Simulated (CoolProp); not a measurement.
Saturation properties of hexamethyldisiloxane (MM) (Tc = 245.6 °C, pc = 1.931 MPa, ω = 0.418).

Values from CoolProp's reference Helmholtz-energy equation of state, Thol 2016.

```tsv
T (°C)	p (MPa)	liquid density (kg/m³)	enthalpy of vaporisation (kJ/kg)	vapour Z
93.35	0.08191	683.5	196.4	0.9454
97.65	0.09319	678.3	194.2	0.9402
101.85	0.1053	673.2	192.0	0.9348
106.15	0.1190	668.0	189.7	0.9290
110.45	0.1340	662.6	187.4	0.9228
114.75	0.1504	657.2	185.0	0.9162
119.05	0.1684	651.7	182.6	0.9093
123.35	0.1879	646.2	180.1	0.9020
127.65	0.2091	640.5	177.6	0.8943
131.85	0.2316	634.9	175.1	0.8864
136.15	0.2565	629.1	172.4	0.8779
```

It boils at 100.5 °C under 1 atm.
